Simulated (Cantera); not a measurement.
Feed: 1 mol TEOS, 44 mol N₂O, equilibrated at 1575 °C and 0.180 bar.

Method: chemical equilibrium by Gibbs-energy minimisation in Cantera with the NASA 1993 tables (ideal gas, pure condensed phases). Candidate condensed phases: C, C₆H₆, C₇H₈, C₈H₁₈, H₂O, Si, SiC, SiO₂, Si₂N₂O, Si₃N₄; 151 gas species. The feed counts by its element totals alone. The tables hold silica as quartz up to 1696 K and as liquid above; real silica turns to tridymite and cristobalite and melts near 1996 K. Gases not in the tables: Si(OH)₄. Rates play no part.

Base state: N₂ 0.609, H₂O 0.138, O₂ 0.137, CO₂ 0.111, NO 0.00346, OH 0.00148, CO 0.000236, O 0.000165 (mole fractions); condensed: SiO₂(condensed).

Problem. What changes in the equilibrium state with this change: temperature from 1575 °C to 400 °C?

Solution. 
```
species                 before    after
--------------------  --------  -------
N₂                       0.609    0.611
O₂                       0.137    0.139
H₂O                      0.138    0.139
NO                     0.00346  1.08e-7
CO₂                      0.111    0.111
OH                     0.00148    <1e-9
CO                    0.000236    <1e-9
O                     0.000165    <1e-9
SiO₂(condensed), mol     1.000        0
SiO₂(α-quartz), mol          0     1.00
```

Problem. What changes in the equilibrium state with this change: TEOS replaced by SiF₄?

Solution. 
```tsv
species	before	after
N₂	0.609	0.654
O₂	0.137	0.325
SiF₄	0	0.0149
H₂O	0.138	0
CO₂	0.111	0
OH	0.00148	0
CO	0.000236	0
H₂	7.33e-5	0
SiO₂(condensed), mol	1.000	0.000304
```
